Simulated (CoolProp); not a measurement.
The numbers come from the reference Helmholtz-energy equation of state, Lemmon 2005 in CoolProp. It is a short technical equation, of lower accuracy than the large ones.

### Question
Give the vapour pressure (bar), liquid density (kg/m³), vapour density (kg/m³) of saturated trans-2-butene at 384.2 K.

### Answer
```
T (K)  p (bar)  liquid density (kg/m³)  vapour density (kg/m³)
-----  -------  ----------------------  ----------------------
384.2     18.6                     469                    47.4
```
